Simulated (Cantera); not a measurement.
An isothermal, constant-pressure homogeneous reactor starts with 80.0 % NH3, 20.0 % H2, at 2073 K and 100.0 Torr.

Cantera simulation using the gas-phase N/H chemistry of the illustrative SiF4/NH3 mechanism in the Surface Chemkin manual (1991); the numbers are that mechanism's predictions, not measurements. Walls and surfaces, which speed up NH3 decomposition in real reactors, are not modelled.

x: mole fraction; the columns are a selection and need not sum to one.

```tsv
t (s)	x NH3	x H2	x NH	x H	x N2H2
8.00e-6	0.800	0.200	6.75e-9	3.69e-6	8.62e-10
2.77e-5	0.800	0.200	[?]	[?]	[?]
9.61e-5	0.799	0.200	1.89e-6	3.64e-5	3.80e-7
0.000333	0.798	0.201	1.47e-5	0.000105	5.02e-6
0.00115	0.790	0.206	2.40e-5	0.000142	9.59e-6
0.00400	0.764	0.225	2.41e-5	0.000156	9.09e-6
0.0139	[?]	[?]	2.42e-5	[?]	[?]
0.0480	0.476	0.433	2.30e-5	0.000342	4.51e-6
0.167	0.173	0.652	1.77e-5	0.000716	1.27e-6
0.577	0.00914	0.769	7.41e-6	0.00233	5.33e-8
2.00	3.62e-5	0.772	2.19e-7	0.00637	1.24e-11
```

Q: Some entries are withheld; supply them.

A: 
- 2.77e-5, x NH: 1.36e-7
- 2.77e-5, x H: 1.11e-5
- 2.77e-5, x N2H2: 2.05e-8
- 0.0139, x NH3: 0.682
- 0.0139, x H2: 0.284
- 0.0139, x H: 0.000202
- 0.0139, x N2H2: 7.58e-6
